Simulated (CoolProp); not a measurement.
Saturated liquid density (kg/m³) of methane: the reference equation beside estimates from Tc = 190.6 K, pc = 4.599 MPa, ω = 0.011.

Model: reference Helmholtz-energy equation of state, Setzmann 1991, in CoolProp.

```json
[
 {"T (K)": "136.6", "reference": "382.9", "Redlich-Kwong": "378.3", "Peng-Robinson": "423.8"},
 {"T (K)": "140.9", "reference": "375.2", "Redlich-Kwong": "368.4", "Peng-Robinson": "413.2"},
 {"T (K)": "145.2", "reference": "367.3", "Redlich-Kwong": "358.0", "Peng-Robinson": "402.0"},
 {"T (K)": "149.6", "reference": "358.7", "Redlich-Kwong": "346.8", "Peng-Robinson": "389.8"},
 {"T (K)": "153.9", "reference": "349.9", "Redlich-Kwong": "335.1", "Peng-Robinson": "376.9"},
 {"T (K)": "158.2", "reference": "340.4", "Redlich-Kwong": "322.7", "Peng-Robinson": "363.2"},
 {"T (K)": "162.5", "reference": "330.4", "Redlich-Kwong": "309.4", "Peng-Robinson": "348.3"},
 {"T (K)": "166.9", "reference": "319.1", "Redlich-Kwong": "294.6", "Peng-Robinson": "331.6"},
 {"T (K)": "171.2", "reference": "307.0", "Redlich-Kwong": "278.8", "Peng-Robinson": "313.7"},
 {"T (K)": "175.5", "reference": "293.2", "Redlich-Kwong": "261.3", "Peng-Robinson": "293.5"}
]
```

Absolute difference from the reference over all 10 rows, mean and median: Redlich-Kwong 5.2 and 4.7 %, Peng-Robinson 6.5 and 7.2 %.
